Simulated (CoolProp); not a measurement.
R125 at several states: Z from the reference equation and from simpler models built on Tc = 339.2 K, pc = 3618 kPa, ω = 0.305; each cubic takes its own stable root.

Values from CoolProp's reference Helmholtz-energy equation of state, Lemmon 2005.

| T (K) | p (kPa) | phase | reference | van der Waals | Redlich-Kwong | Soave-Redlich-Kwong |
|---|---|---|---|---|---|---|
| 228.7 | 24.2 | gas | 0.9907 | 0.9950 | 0.9932 | 0.9922 |
| 323.8 | 1160 | gas | 0.8549 | 0.8817 | 0.8623 | 0.8582 |
| 218.4 | 8100 | liquid | 0.3432 | 0.5529 | 0.3855 | 0.3731 |
| 393.3 | 1590 | gas | 0.9072 | 0.9026 | 0.8986 | 0.9100 |
| 282.4 | 502 | gas | 0.9012 | 0.9323 | 0.9152 | 0.9074 |
